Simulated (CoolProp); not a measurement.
Properties of R1336mzz(E) at several states.

Values from CoolProp's reference Helmholtz-energy equation of state, Akasaka 2023.

```csv
T (K),p (MPa),phase,Z,cv (kJ/(kg K)),speed of sound (m/s),Joule-Thomson coefficient (K/MPa),isothermal compressibility (1/MPa),expansivity (1/kK)
370.8,0.0112,gas,0.9980,0.8304,141.0,13.27,89.46,2.716
369.6,0.0261,gas,0.9954,0.8299,140.4,13.43,38.49,2.750
275.7,5.7,liquid,0.2900,0.8727,710.2,-0.2970,0.001941,1.805
396.9,0.0393,gas,0.9946,0.8496,145.3,11.16,25.58,2.569
```
